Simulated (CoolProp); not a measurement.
Values from CoolProp's reference Helmholtz-energy equation of state, Lemmon 2006. It is a short technical equation, of lower accuracy than the large ones.

Q: For carbonyl sulfide, give the phase and the Z, Joule-Thomson coefficient (K/MPa), fugacity coefficient at 618.2 K and 156 bar; 618.2 K and 250 bar; 618.2 K and 312 bar.

A: 
- 618.2 K and 156 bar: supercritical; Z 0.880, Joule-Thomson coefficient 3.05, fugacity coefficient 0.869
- 618.2 K and 250 bar: supercritical; Z 0.864, Joule-Thomson coefficient 2.06, fugacity coefficient 0.817
- 618.2 K and 312 bar: supercritical; Z 0.881, Joule-Thomson coefficient 1.48, fugacity coefficient 0.794
